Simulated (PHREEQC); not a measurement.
Consider water at 25 °C with 0.15 mol MgCl2, 0.018 mol Na2SO4 and 0.07 mol MgSO4 per kg of water. Closed to the air; pH follows from the charge balance.

Equilibrium calculation in PHREEQC: ion-association model, wateq4f.dat.

Precipitation was switched off in this run.

Q: What ionic strength, activity of water does the model give?

A: ionic strength 0.553 mol/kgw; activity of water 0.990.

Q: In which forms is Na present?

A: Na+ 97 %, NaSO4- 2.9 % of the Na.
